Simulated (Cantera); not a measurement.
# Diamond growth

A diamond (100) surface in a fixed gas of H2 with x(CH4) = 0.016, x(CH3) = 9.5e-05, at 1250 K, 14.3 Torr; coverages are run to steady state.

Cantera simulation using the Harris–Goodwin 1993 mechanism for the reconstructed diamond (100) surface; the numbers are that mechanism's predictions, not measurements.

| x(H) | growth (µm/h) | θ c6HH | θ c6H* | θ c6*H | θ c6** | θ c6HM |
|---|---|---|---|---|---|---|
| 0.0001 | 0.0119 | 0.636 | 0.0283 | 0.330 | 0.00464 | 0.000101 |
| 0.00021 | 0.0359 | 0.545 | 0.0351 | 0.409 | 0.00999 | 0.000135 |
| 0.00044 | 0.0783 | 0.482 | 0.0395 | 0.460 | 0.0174 | 0.000168 |
| 0.00091 | 0.132 | 0.445 | 0.0418 | 0.487 | 0.0249 | 0.000197 |
| 0.0019 | 0.191 | 0.425 | 0.0429 | 0.500 | 0.0309 | 0.000217 |
| 0.004 | 0.263 | 0.414 | 0.0435 | 0.507 | 0.0348 | 0.000225 |
| 0.0083 | 0.369 | 0.409 | 0.0438 | 0.510 | 0.0370 | 0.000222 |
| 0.017 | 0.539 | 0.407 | 0.0439 | 0.511 | 0.0381 | 0.000206 |
| 0.036 | 0.817 | 0.405 | 0.0441 | 0.512 | 0.0387 | 0.000175 |
θ: site fractions in the mechanism's names (c6HH fully hydrogenated, c6H* and c6*H radical sites, c6** diradical, c6HM methylated).
